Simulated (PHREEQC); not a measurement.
Solution (25 °C): 5.2 mmol/kgw Ag2SO4, 1 mmol/kgw HNO3 and 0.1 mmol/kgw Cu(NO3)2. Closed to the air; pH follows from the charge balance.

Model: ion-association model, wateq4f.dat, run in PHREEQC.

Question: The ionic strength comes out as 0.0153 mol/kgw. What activity coefficients do Cu+2, NO3-, SO4-2, Ag+, HSO4- get?

Answer: Cu+2 0.63, NO3- 0.88, SO4-2 0.62, Ag+ 0.88, HSO4- 0.89.

Precipitation was switched off in this run. Complexes and solids missing from the database can't appear.
